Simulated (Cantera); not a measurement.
## Thermodynamics of silicon carbide growth, feed (CH3)2SiCl2 + C2H2 + H2

Charge: 1 mol (CH3)2SiCl2, 1.2 mol C2H2, 3.3 mol H2, at 29000 Pa.

Method: chemical equilibrium by Gibbs-energy minimisation in Cantera with the NASA 1993 tables (ideal gas, pure condensed phases). Candidate condensed phases: C, C6H6, C7H8, C8H18, Si, SiC; 109 gas species. The feed counts by its element totals alone. The tables' values for SiCl3 are old estimates; treat these amounts as uncertain. Rates play no part.

| T (K) | log p H2 | log p HCl | log p SiCl4 | log p CH4 | log p SiCl2 | log p SiHCl3 | n C(graphite) | n SiC(s) |
|---|---|---|---|---|---|---|---|---|
| 1048 | -0.61 | -1.50 | -2.03 | -2.46 | -5.36 | -3.13 | 3.59 | 0.714 |
| 1148 | -0.63 | -1.34 | -2.25 | -2.87 | -4.63 | -3.24 | 3.54 | 0.820 |
| 1248 | -0.64 | -1.24 | -2.59 | -3.23 | -4.10 | -3.44 | 3.48 | 0.908 |
| 1348 | -0.65 | -1.20 | -3.03 | -3.53 | -3.72 | -3.73 | 3.44 | 0.956 |
| 1448 | -0.65 | -1.18 | -3.51 | -3.78 | -3.45 | -4.05 | 3.42 | 0.973 |
| 1548 | -0.65 | -1.18 | -3.97 | -3.99 | -3.24 | -4.36 | 3.42 | 0.974 |
| 1648 | -0.65 | -1.18 | -4.39 | -4.18 | -3.07 | -4.64 | 3.43 | 0.969 |
| 1748 | -0.65 | -1.18 | -4.77 | -4.34 | -2.92 | -4.90 | 3.44 | 0.961 |
| 1848 | -0.65 | -1.19 | -5.12 | -4.48 | -2.79 | -5.13 | 3.45 | 0.949 |
log p: log10 of the partial pressure in bar; n: condensed amount in mol.

From 1048 K to 1848 K the condensed part is C(graphite) + SiC(s). The main Si-bearing gas is SiCl4 at 1048 K and SiCl2 at 1848 K. The share of Si in condensed phases is highest at 1548 K (97.4 %) and lowest at 1048 K (71.4 %).
